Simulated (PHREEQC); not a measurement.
A solution holds 0.0034 mol/kgw HF, 0.002 mol/kgw H2SiF6 and 0.00017 mol/kgw H3BO3, at 25 °C. Closed to the air; pH follows from the charge balance.

Computed with PHREEQC (ion-association model, phreeqc.dat).

### Question
The ionic strength comes out as 0.00627 mol/kgw. What activity coefficients do BF3OH-, SiF6-2, H+, BF4-, BF2(OH)2- get?

### Answer
BF3OH- 0.92, SiF6-2 0.72, H+ 0.93, BF4- 0.92, BF2(OH)2- 0.92.

No solid was allowed to form. Saturation is exceeded, for instance for Quartz (slow to form); the values hold only as long as no solid forms. SiF6-2 is the database's only silicon fluoride. Real BF4- forms and hydrolyses slowly; the run takes it at equilibrium.
